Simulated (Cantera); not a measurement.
Ignition delay

Mixture: 6.03 % CH4, 19.8 % O2, 74.2 % N2, equivalence ratio 0.61, at 75000 Pa, adiabatic and at constant pressure. Ignition delay is the time to a rise of 400 K.

Computed with Cantera and GRI-Mech 3.0 (53 species, 325 reactions).

| T0 (K) | delay (ms) |
|---|---|
| 1175 | 64.7 |
| 1275 | 15.8 |
| 1375 | 4.54 |
| 1475 | 1.57 |
| 1575 | 0.647 |
| 1675 | 0.309 |

```json
{
 "apparent activation energy between 1475 and 1675 K": "170 kJ/mol"
}
```
